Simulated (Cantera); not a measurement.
# NO annealing gas

A perfectly stirred reactor is fed with 64.5 % NO, 35.5 % N₂, at 1.10 bar; it is held at 1623 K, and followed from long to short residence time.

Cantera simulation using GRI-Mech 3.0 (53 species, 325 reactions); the numbers are that mechanism's predictions, not measurements.

```json
[
 {"τ (s)": "1.5", "x NO": "0.597", "x O₂": "0.0233", "x NO₂": "0.000846", "x O": "3.12e-6", "x N₂": "0.379", "x N₂O": "0.000132"},
 {"τ (s)": "0.72", "x NO": "0.620", "x O₂": "0.0119", "x NO₂": "0.000674", "x O": "2.42e-6", "x N₂": "0.367", "x N₂O": "0.000142"},
 {"τ (s)": "0.34", "x NO": "0.633", "x O₂": "0.00568", "x NO₂": "0.000540", "x O": "1.94e-6", "x N₂": "0.361", "x N₂O": "0.000146"},
 {"τ (s)": "0.16", "x NO": "0.639", "x O₂": "0.00259", "x NO₂": "0.000448", "x O": "1.62e-6", "x N₂": "0.358", "x N₂O": "0.000145"},
 {"τ (s)": "0.074", "x NO": "0.642", "x O₂": "0.00109", "x NO₂": "0.000381", "x O": "1.40e-6", "x N₂": "0.356", "x N₂O": "0.000138"},
 {"τ (s)": "0.034", "x NO": "0.644", "x O₂": "0.000400", "x NO₂": "0.000317", "x O": "1.19e-6", "x N₂": "0.355", "x N₂O": "0.000124"},
 {"τ (s)": "0.016", "x NO": "0.644", "x O₂": "0.000121", "x NO₂": "0.000240", "x O": "9.53e-7", "x N₂": "0.355", "x N₂O": "0.000101"},
 {"τ (s)": "0.0075", "x NO": "0.645", "x O₂": "2.55e-5", "x NO₂": "0.000150", "x O": "6.62e-7", "x N₂": "0.355", "x N₂O": "7.29e-5"},
 {"τ (s)": "0.0035", "x NO": "0.645", "x O₂": "3.80e-6", "x NO₂": "7.46e-5", "x O": "4.09e-7", "x N₂": "0.355", "x N₂O": "4.53e-5"}
]
```
x: mole fraction; the columns are a selection and need not sum to one.
